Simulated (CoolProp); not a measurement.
Vapour-liquid equilibrium of CHF3 (R23) (1) + R143a (2) at 0.17 bar; x and y are mole fractions of (1).

Computed with CoolProp (multi-fluid Helmholtz-energy mixture model, Penoncello 2003 and Lemmon and Jacobsen 2000; pair parameters Bell 2016).

```tsv
x	bubble temperature (°C)	y at the bubble point	dew temperature at overall composition x (°C)	liquid density (mol/L)
0.05	-82.2	0.246	-79.5	15.19
0.125	-86.8	0.502	-80.5	15.68
0.2	-90.7	0.664	-81.5	16.17
0.275	-94.0	0.768	-82.7	16.66
0.35	-96.7	0.835	-83.9	17.15
0.425	-98.9	0.880	-85.3	17.65
0.5	-100.8	0.912	-86.8	18.15
0.575	-102.3	0.935	-88.4	18.67
0.65	-103.6	0.952	-90.3	19.20
0.725	-104.8	0.965	-92.5	19.75
0.8	-105.8	0.976	-95.2	20.33
0.875	-106.6	0.985	-98.6	20.93
0.95	-107.5	0.994	-103.5	21.57
```

No azeotrope shows between x = 0.05 and 0.95.

The pair parameters rest on a limited set of measurements; away from them the model extrapolates. The gap from Raoult's law changes sign with composition, which may be real or a fault of the pair parameters; it wasn't checked against measurements.
